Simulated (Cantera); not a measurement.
Feed: 1 mol SiH₄, 0.021 mol Cl₂, 110 mol N₂, at 1025 K and 10.0 mbar.

Method: chemical equilibrium by Gibbs-energy minimisation in Cantera with the NASA 1993 tables (ideal gas, pure condensed phases). Candidate condensed phases: NH₄Cl, Si, Si₃N₄; 28 gas species. N₂ is the only nitrogen source here; it is nearly inert below about 1500 K, so the nitride shown seldom forms there in practice. The numbers say what is thermodynamically allowed, not how fast it happens.

Base state: N₂ 0.982, H₂ 0.0178, HCl 0.000377 (mole fractions); condensed: Si₃N₄(s).

### Question
What changes in the equilibrium state with this change: SiH₄ replaced by SiHCl₃?

### Answer
| species | before | after |
|---|---|---|
| N₂ | 0.982 | 0.987 |
| HCl | 0.000377 | 0.00848 |
| SiCl₄ | <1e-9 | 0.00470 |
| H₂ | 0.0178 | 0.000255 |
| SiCl₃ | <1e-9 | 1.81e-5 |
| Si₃N₄(s), mol | 0.333 | 0.158 |
The tables' values for SiCl₃ are old estimates; treat these amounts as uncertain.
